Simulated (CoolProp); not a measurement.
A simple Rankine cycle with chloromethane (R40): condensing at 305.15 K, boiler at 3.19 MPa, turbine inlet 374.3 K, turbine efficiency 0.85, pump efficiency 0.8, no recuperator. Each further row changes one setting.

Computed with CoolProp (reference Helmholtz-energy equation of state, Thol 2014).

```tsv
case	thermal efficiency (%)	net work (kJ/kg)	heat in (kJ/kg)	turbine exit temperature (K)	volume ratio over the turbine
as stated	12.9	48.5	375	305.1	4.26
turbine inlet 394.3 K	13.3	54.2	407	305.1	3.95
condensing temperature 297.15 K	14.4	55.8	388	297.1	5.25
boiler pressure 2.23 MPa	10.6	42.6	403	305.1	2.79
turbine efficiency 0.75	11.3	42.4	375	305.1	4.34
```

The expansion ends wet for: as stated; turbine inlet 394.3 K; condensing temperature 297.15 K; boiler pressure 2.23 MPa; turbine efficiency 0.75.
